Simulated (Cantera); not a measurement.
A closed system holds: 1 mol NH3, 0.046 mol H2O, 5 mol H2, at 34500 Torr.

Cantera equilibrium calculation (NASA polynomials, part measured and part estimated; ideal gas, pure solids and liquids). Candidate condensed phases: H2O; 24 gas species. The ideal-gas law is rough above about 30 bar. Kinetics and transport are ignored.

Task: At 1650 K, list the 5 most abundant gas species with their mole fractions, and the condensed phases.

Result: H2 0.922, N2 0.0708, H2O 0.00653, NH3 0.000445, H 1.29e-5. Condensed: gas only.
